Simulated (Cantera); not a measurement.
A freely propagating, adiabatic, planar premixed flame of H2 : O2 : N2 = 1 : 0.25 : 0.675 (molar parts), unburnt at 625 K and 0.444 atm; mixture-averaged transport, grid criteria slope 0.08 and curve 0.16, no radiation.

Computed with Cantera and the H2/O2 subset of GRI-Mech 3.0, which has no nitrogen chemistry. Burning velocities carry a grid error of a few per cent, more on coarse grids.

Q: What does this change do: inlet temperature 625 to 550 K?

A: 
```csv
quantity,before,after
laminar burning velocity,1070 cm/s,867 cm/s
thermal thickness,1.21 mm,1.17 mm
peak x(HO2),0.000134,0.000173
peak x(OH),0.00872,0.00787
peak x(O),0.00648,0.00600
peak x(H2O2),2.30e-6,5.71e-6
```
